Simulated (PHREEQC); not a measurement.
Consider water at 25 °C with 0.057 mol AlCl3, 0.0012 mol H2SiF6 and 0.0053 mol NaNO3 per kg of water. Closed to the air; pH follows from the charge balance.

Model: ion-association model, phreeqc.dat, run in PHREEQC.

No solid was allowed to form.

Estimate the pH, density.

pH 2.25; density 1.004 g/cm³.

In which forms is F present?

AlF+2 99 %, AlF2+ 1.3 % of the F.

The solution is supersaturated, for example in Quartz (slow to form), Chalcedony (slow to form), so a real one may precipitate; this is no full list. Complexes and solids missing from the database can't appear. SiF6-2 is the database's only silicon fluoride. Fluoro complexes past AlF4- and FeF3 are missing from the database.
